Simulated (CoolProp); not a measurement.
Properties of fluoroethane (R161) along the isotherm 360.7 K (Tc = 375.2 K, pc = 5.010 MPa, ω = 0.216).

Computed with CoolProp (reference Helmholtz-energy equation of state, Wu 2012).

```json
[
 {"p (MPa)": "0.5", "phase": "gas", "cp (kJ/(kg K))": "1.489", "cv (kJ/(kg K))": "1.280", "speed of sound (m/s)": "258.2", "isothermal compressibility (1/MPa)": "2.089", "expansivity (1/kK)": "3.185"},
 {"p (MPa)": "1", "phase": "gas", "cp (kJ/(kg K))": "1.567", "cv (kJ/(kg K))": "1.308", "speed of sound (m/s)": "249.4", "isothermal compressibility (1/MPa)": "1.100", "expansivity (1/kK)": "3.720"},
 {"p (MPa)": "1.5", "phase": "gas", "cp (kJ/(kg K))": "1.671", "cv (kJ/(kg K))": "1.342", "speed of sound (m/s)": "239.8", "isothermal compressibility (1/MPa)": "0.7808", "expansivity (1/kK)": "4.441"},
 {"p (MPa)": "2", "phase": "gas", "cp (kJ/(kg K))": "1.815", "cv (kJ/(kg K))": "1.383", "speed of sound (m/s)": "229.4", "isothermal compressibility (1/MPa)": "0.6345", "expansivity (1/kK)": "5.468"},
 {"p (MPa)": "2.5", "phase": "gas", "cp (kJ/(kg K))": "2.034", "cv (kJ/(kg K))": "1.434", "speed of sound (m/s)": "217.7", "isothermal compressibility (1/MPa)": "0.5654", "expansivity (1/kK)": "7.058"},
 {"p (MPa)": "3", "phase": "gas", "cp (kJ/(kg K))": "2.416", "cv (kJ/(kg K))": "1.501", "speed of sound (m/s)": "204.1", "isothermal compressibility (1/MPa)": "0.5531", "expansivity (1/kK)": "9.898"},
 {"p (MPa)": "3.5", "phase": "gas", "cp (kJ/(kg K))": "3.322", "cv (kJ/(kg K))": "1.603", "speed of sound (m/s)": "187.1", "isothermal compressibility (1/MPa)": "0.6342", "expansivity (1/kK)": "16.80"},
 {"p (MPa)": "4", "phase": "liquid", "cp (kJ/(kg K))": "3.804", "cv (kJ/(kg K))": "1.735", "speed of sound (m/s)": "244.9", "isothermal compressibility (1/MPa)": "0.07030", "expansivity (1/kK)": "14.48"},
 {"p (MPa)": "4.5", "phase": "liquid", "cp (kJ/(kg K))": "3.377", "cv (kJ/(kg K))": "1.703", "speed of sound (m/s)": "277.5", "isothermal compressibility (1/MPa)": "0.04814", "expansivity (1/kK)": "10.93"},
 {"p (MPa)": "5", "phase": "liquid", "cp (kJ/(kg K))": "3.147", "cv (kJ/(kg K))": "1.681", "speed of sound (m/s)": "303.8", "isothermal compressibility (1/MPa)": "0.03714", "expansivity (1/kK)": "9.083"}
]
```
